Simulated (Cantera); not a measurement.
Input (Python, Cantera):

```python
import numpy as np
import cantera as ct

gas = ct.Solution("gri30.yaml")
gas.TPX = 550, 101325, {'C2H4': 1, 'O2': 6.98, 'N2': 26.2, 'CO2': 3.6}
inlet = ct.Reservoir(gas, clone=True)
gas.equilibrate("HP")  # start burning
reactor = ct.IdealGasConstPressureReactor(gas, energy="on", clone=False)
exhaust = ct.Reservoir(gas, clone=True)
tau = [0.16, 0.072, 0.031, 0.014, 0.0059, 0.0025, 0.0011, 0.00048, 0.00021, 9.1e-05, 3.9e-05][0]
for a, b in ((inlet, reactor), (reactor, exhaust)):
    ct.MassFlowController(a, b, mdot=lambda t: reactor.mass / tau)
net = ct.ReactorNet([reactor])
show = ['C2H4', 'O2', 'CO2', 'C2H6', 'CH2CO', 'HO2']

rows = []
print(f"{'tau/s':>10s}{'T/K':>9s}" + "".join(f"{s:>11s}" for s in show))
for tau in [0.16, 0.072, 0.031, 0.014, 0.0059, 0.0025, 0.0011, 0.00048, 0.00021, 9.1e-05, 3.9e-05]:
    net.initial_time = 0.0
    net.advance(30 * tau)
    before = gas.X
    net.advance(40 * tau)
    drift = np.max(np.abs(gas.X - before) / (gas.X + 1e-9))
    rows.append([gas.T, *gas[show].X, drift])
    print(f"{tau:10.3e}{gas.T:9.1f}" + "".join(f"{x:11.3e}" for x in gas[show].X))
```

Result:

```
     tau/s      T/K       C2H4         O2        CO2       C2H6      CH2CO        HO2
 1.600e-01   1502.7  8.674e-06  1.054e-01  1.477e-01  4.294e-11  5.349e-06  2.756e-06
 7.200e-02   1499.2  1.342e-05  1.055e-01  1.473e-01  1.040e-10  8.636e-06  4.481e-06
 3.100e-02   1493.3  2.112e-05  1.058e-01  1.467e-01  2.530e-10  1.409e-05  7.358e-06
 1.400e-02   1484.1  3.250e-05  1.061e-01  1.457e-01  5.810e-10  2.201e-05  1.152e-05
 5.900e-03   1467.9  5.312e-05  1.068e-01  1.438e-01  1.523e-09  3.518e-05  1.836e-05
 2.500e-03   1441.1  9.216e-05  1.081e-01  1.407e-01  4.724e-09  5.591e-05  2.887e-05
 1.100e-03   1399.1  1.793e-04  1.105e-01  1.355e-01  2.009e-08  9.115e-05  4.583e-05
 4.800e-04   1311.4  6.019e-04  1.166e-01  1.248e-01  3.250e-07  2.119e-04  9.423e-05
 2.100e-04    550.0  2.647e-02  1.848e-01  9.529e-02  3.717e-18  1.789e-16  4.202e-17
 9.100e-05    550.0  2.647e-02  1.848e-01  9.529e-02  1.398e-19  6.729e-18  1.580e-18
 3.900e-05    550.0  2.647e-02  1.848e-01  9.529e-02  1.850e-22  8.902e-21  2.091e-21
```

Computed with Cantera and GRI-Mech 3.0 (53 species, 325 reactions). GRI-Mech 3.0 was tuned for natural gas; its chemistry of ethylene as a main component is partial and can be far from experiment.
